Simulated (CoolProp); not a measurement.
Saturation properties of CH3F (R41).

Values from CoolProp's reference Helmholtz-energy equation of state, Lemmon 2006. It is a short technical equation, of lower accuracy than the large ones.

```
T (K)  p (MPa)  liquid density (kg/m³)  vapour density (kg/m³)  enthalpy of vaporisation (kJ/kg)
-----  -------  ----------------------  ----------------------  --------------------------------
244.5   0.8587                   765.1                   17.13                             404.2
250.4    1.043                   749.0                   20.84                             391.5
256.3    1.255                   732.1                   25.21                             377.9
262.2    1.498                   714.4                   30.37                             363.3
268      1.770                   696.0                   36.35                             347.9
273.9    2.082                   676.2                   43.57                             330.8
279.8    2.434                   654.8                   52.21                             312.1
285.7    2.830                   631.7                   62.68                             291.3
291.6    3.273                   606.2                   75.59                             267.9
297.5    3.768                   577.3                   91.97                             241.0
303.4    4.321                   543.3                   113.8                             208.6
309.3    4.939                   499.6                   145.8                             166.7
```

It boils at 194.8 K under 1 atm.
